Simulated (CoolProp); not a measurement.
Vapour-liquid equilibrium of cyclohexane (1) + n-octane (2) at 183.75 °C; x and y are mole fractions of (1).

Model: multi-fluid Helmholtz-energy mixture model, Zhou 2014 and Beckmüller 2019; pair parameters Bell 2016, in CoolProp.

```json
[
 {"x": "0.05", "bubble pressure (kPa)": "429.1", "y at the bubble point": "0.101", "dew pressure at overall composition x (kPa)": "414.7", "liquid density (mol/L)": "4.900"},
 {"x": "0.15", "bubble pressure (kPa)": "485.8", "y at the bubble point": "0.274", "dew pressure at overall composition x (kPa)": "443.8", "liquid density (mol/L)": "5.070"},
 {"x": "0.25", "bubble pressure (kPa)": "544.5", "y at the bubble point": "0.417", "dew pressure at overall composition x (kPa)": "477.0", "liquid density (mol/L)": "5.250"},
 {"x": "0.35", "bubble pressure (kPa)": "604.8", "y at the bubble point": "0.536", "dew pressure at overall composition x (kPa)": "515.4", "liquid density (mol/L)": "5.444"},
 {"x": "0.45", "bubble pressure (kPa)": "666.6", "y at the bubble point": "0.636", "dew pressure at overall composition x (kPa)": "560.1", "liquid density (mol/L)": "5.651"},
 {"x": "0.55", "bubble pressure (kPa)": "729.8", "y at the bubble point": "0.723", "dew pressure at overall composition x (kPa)": "612.8", "liquid density (mol/L)": "5.874"},
 {"x": "0.65", "bubble pressure (kPa)": "794.3", "y at the bubble point": "0.798", "dew pressure at overall composition x (kPa)": "675.8", "liquid density (mol/L)": "6.115"},
 {"x": "0.75", "bubble pressure (kPa)": "860.1", "y at the bubble point": "0.864", "dew pressure at overall composition x (kPa)": "752.0", "liquid density (mol/L)": "6.376"},
 {"x": "0.85", "bubble pressure (kPa)": "927.3", "y at the bubble point": "0.923", "dew pressure at overall composition x (kPa)": "845.4", "liquid density (mol/L)": "6.660"},
 {"x": "0.95", "bubble pressure (kPa)": "995.9", "y at the bubble point": "0.976", "dew pressure at overall composition x (kPa)": "961.7", "liquid density (mol/L)": "6.970"}
]
```

No azeotrope shows between x = 0.05 and 0.95.

The pair parameters rest on a limited set of measurements; away from them the model extrapolates.
